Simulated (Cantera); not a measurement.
**Equilibrium for carbothermic reduction: SiO2 + CH4 + H2 + C**

Charge: 1 mol SiO2, 0.91 mol CH4, 0.57 mol H2, 7.4 mol C, at 1025 K and 53.0 Pa.

Method: chemical equilibrium by Gibbs-energy minimisation in Cantera with the NASA 1993 tables (ideal gas, pure condensed phases). Candidate condensed phases: C, C6H6, C7H8, C8H18, H2O, Si, SiC, SiO2; 123 gas species. Mutual solubility and eutectic melting of coexisting phases are not modelled. The numbers say what is thermodynamically allowed, not how fast it happens.

```
Quantity                                Result
--------------------------------  ------------
x(H2)                                    0.999
x(CO)                                 0.000575
x(CH4)                                 3.89e-5
n(C(graphite))                        8.31 mol
n(SiC(s))                         0.000687 mol
n(SiO2(β-quartz))                    0.999 mol
gas amount                           2.391 mol
log10 activity of Si(s) (absent)         -3.32
```
